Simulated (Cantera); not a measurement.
Feed: 1 mol Si, 10 mol HBr, 0.52 mol N₂, at 0.0173 Torr.

Equilibrium computed with Cantera from the NASA thermochemical tables; the gas is ideal and each condensed phase is pure. Candidate condensed phases: Br₂, Si, Si₃N₄; 28 gas species. The tables' values for SiBr, SiBr₃ are old estimates; treat these amounts as uncertain. Kinetics and transport are ignored. All values below are at 1500 K.

Base state: HBr 0.366, Br 0.286, H₂ 0.223, SiBr₂ 0.0809, N₂ 0.0423, H 0.00173, SiBr 0.000281, SiBr₃ 0.000162 (mole fractions); condensed: gas only.

Question: What changes in the equilibrium state with this change: pressure from 0.0173 Torr to 10.0 Torr?

Answer: 
```csv
species,before,after
HBr,0.366,0.692
H₂,0.223,0.133
SiBr₂,0.0809,0.0691
Br,0.286,0.0291
SiBr₄,6.14e-6,0.0183
N₂,0.0423,0.0498
Si,2.53e-5,6.20e-9
SiHBr₃,2.43e-7,0.000227
SiBr,0.000281,4.06e-6
```
The tables' values for SiBr₃ are old estimates; treat these amounts as uncertain.
